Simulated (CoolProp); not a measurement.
Aqueous potassium formate as a coolant, at -1 °C, 1 atm.

Computed with CoolProp (Melinder's fits for secondary coolants).

```csv
mass %,freezing point (°C),viscosity (mPa s),Prandtl number,density (kg/m³),cp (kJ/(kg K))
9.2,-4.5,2.04,14.3,1059,3.839
14.4,-7.6,2.14,14.4,1092,3.637
19.7,-11.4,2.30,14.9,1126,3.443
24.9,-15.9,2.52,15.7,1162,3.266
30.1,-21.3,2.75,16.6,1198,3.104
35.3,-27.9,3.01,17.6,1236,2.959
```
